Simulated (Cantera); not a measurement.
Input: 1 mol CH3SiH3, 0.83 mol CH4, 1300 mol H2, equilibrated at 100 Torr.

These are equilibrium values from Cantera (NASA tables, ideal gas, pure condensed phases), not measurements of a reactor. Candidate condensed phases: C, C6H6, C7H8, C8H18, Si, SiC; 87 gas species. The feed counts by its element totals alone. Gases not in the tables: Si2H6 and higher silanes. Kinetics and transport are ignored.

Which condensed phases are stable at each of these points (T (K)): 1198, 1273, 1348, 1423, 1498, 1573, 1648, 1723, 1798, 1873, 1948, 2023, 2098?


```
T (K)      condensed phases  Si condensed (%)
-----  --------------------  ----------------
1198                 SiC(s)             100.0
1273                 SiC(s)             100.0
1348                 SiC(s)             100.0
1423   C(graphite) + SiC(s)             100.0
1498   C(graphite) + SiC(s)             100.0
1573   C(graphite) + SiC(s)             100.0
1648   C(graphite) + SiC(s)             100.0
1723   C(graphite) + SiC(s)              99.9
1798   C(graphite) + SiC(s)              99.8
1873                 SiC(s)              99.4
1948                 SiC(s)              97.5
2023                 SiC(s)              91.3
2098                 SiC(s)              72.3
```

From 1198 K to 1348 K the condensed part is SiC(s). From 1423 K to 1798 K the condensed part is C(graphite) + SiC(s). From 1873 K to 2098 K the condensed part is SiC(s).
